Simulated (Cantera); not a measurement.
Thermodynamics of metals in furnace atmospheres, feed Fe + CO₂ + CO

A closed system holds: 1 mol Fe, 0.08 mol CO₂, a varied amount of CO, equilibrated at 1 atm.

These are equilibrium values from Cantera (NASA tables, ideal gas, pure condensed phases), not measurements of a reactor. Candidate condensed phases: C, Fe, Fe(CO)₅, FeO, Fe₂O₃, Fe₃O₄; 15 gas species. Condensed phases not in the tables: cementite and carbon dissolved in iron. Kinetics and transport are ignored.

**Question.** Map the stable condensed phases over T = 1098, 1198, 1298, 1398, 1498, 1598, 1698, 1798, 1898, 1998 K and n(CO) in mol = 12, 17, 22, 27, 32, 36, 41, 46, 51, 56.

**Answer.** 
```
T in K \ n(CO) in mol
         12 17 22 27 32 36 41 46 51 56
   1998   A  A  A  A  A  A  A  A  A  A
   1898   A  A  A  A  A  A  A  A  A  A
   1798   A  A  A  A  A  A  A  A  A  A
   1698   A  A  A  A  A  A  A  A  A  A
   1598   A  A  A  A  A  A  A  A  A  A
   1498   A  A  A  A  A  A  A  A  A  A
   1398   A  A  A  A  A  A  A  A  B  B
   1298   A  B  B  B  B  B  B  B  B  B
   1198   B  B  B  B  B  B  B  B  B  B
   1098   B  B  B  B  B  B  B  B  B  B
```
A: Fe; B: C + Fe.
